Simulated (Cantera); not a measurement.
A diamond (100) surface in a fixed gas of H2 with x(CH4) = 0.0023, x(H) = 0.0023, x(CH3) = 0.00092, at 1023 K; coverages are run to steady state.

Model: the Harris–Goodwin 1993 mechanism for the reconstructed diamond (100) surface, integrated in Cantera.

One state of this run: growth (µm/h) = 6.38; θ c6HH = 0.486; θ c6H* = 0.0169; θ c6*H = 0.325; θ c6** = 0.00839; θ c6HM = 0.116. θ: site fractions in the mechanism's names (c6HH fully hydrogenated, c6H* and c6*H radical sites, c6** diradical, c6HM methylated).

Question: Which value of P (Pa) does it belong to?
A. 2000
B. 10000
C. 5300
D. 1000

Answer: A, 2000
